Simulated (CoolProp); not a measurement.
Vapour-liquid equilibrium of n-pentane (1) + the fluoroketone C6F12O (FK-5-1-12) (2) at 403.6 K; x and y are mole fractions of (1).

Values from CoolProp's multi-fluid Helmholtz-energy mixture model, Thol 2019 and McLinden 2015; pair parameters Bell 2016.

```json
[
 {"x": "0.05", "bubble pressure (MPa)": "0.9566", "y at the bubble point": "0.091", "dew pressure at overall composition x (MPa)": "0.9255", "liquid density (mol/L)": "3.818"},
 {"x": "0.15", "bubble pressure (MPa)": "1.085", "y at the bubble point": "0.243", "dew pressure at overall composition x (MPa)": "1.004", "liquid density (mol/L)": "3.939"},
 {"x": "0.25", "bubble pressure (MPa)": "1.195", "y at the bubble point": "0.361", "dew pressure at overall composition x (MPa)": "1.091", "liquid density (mol/L)": "4.075"},
 {"x": "0.35", "bubble pressure (MPa)": "1.280", "y at the bubble point": "0.452", "dew pressure at overall composition x (MPa)": "1.185", "liquid density (mol/L)": "4.235"},
 {"x": "0.45", "bubble pressure (MPa)": "1.338", "y at the bubble point": "0.526", "dew pressure at overall composition x (MPa)": "1.278", "liquid density (mol/L)": "4.435"},
 {"x": "0.55", "bubble pressure (MPa)": "1.370", "y at the bubble point": "0.588", "dew pressure at overall composition x (MPa)": "1.353", "liquid density (mol/L)": "4.693"},
 {"x": "0.65", "bubble pressure (MPa)": "1.379", "y at the bubble point": "0.645", "dew pressure at overall composition x (MPa)": "1.379", "liquid density (mol/L)": "5.024"},
 {"x": "0.75", "bubble pressure (MPa)": "1.364", "y at the bubble point": "0.705", "dew pressure at overall composition x (MPa)": "1.338", "liquid density (mol/L)": "5.437"},
 {"x": "0.85", "bubble pressure (MPa)": "1.315", "y at the bubble point": "0.780", "dew pressure at overall composition x (MPa)": "1.254", "liquid density (mol/L)": "5.936"},
 {"x": "0.95", "bubble pressure (MPa)": "1.207", "y at the bubble point": "0.901", "dew pressure at overall composition x (MPa)": "1.160", "liquid density (mol/L)": "6.520"}
]
```

y crosses x between x = 0.55 and 0.65: the model has an azeotrope there.

Pair parameters are fitted to limited data, so mixtures are less certain than the pure fluids.
